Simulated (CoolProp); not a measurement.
Saturated liquid density (kg/m³) of p-xylene: the reference equation beside estimates from Tc = 616.2 K, pc = 3.532 MPa, ω = 0.324.

Values from CoolProp's reference Helmholtz-energy equation of state, Zhou 2012.

```csv
T (K),reference,van der Waals,Redlich-Kwong,Peng-Robinson
350.5,810.5,460.5,680.1,794.7
373.3,789.6,449.3,660.9,776.7
396.1,768.1,437.5,640.4,756.7
418.9,745.6,424.9,618.3,734.7
441.7,721.9,411.5,594.5,710.1
464.5,696.8,397.0,568.6,682.6
487.3,669.8,381.3,540.4,651.4
510.1,640.2,364.0,509.2,615.7
532.9,607.1,344.6,474.3,574.2
```

Absolute difference from the reference over all 9 rows, mean and median: van der Waals 43.1 and 43.1 %, Redlich-Kwong 18.2 and 17.6 %, Peng-Robinson 2.5 and 1.9 %.
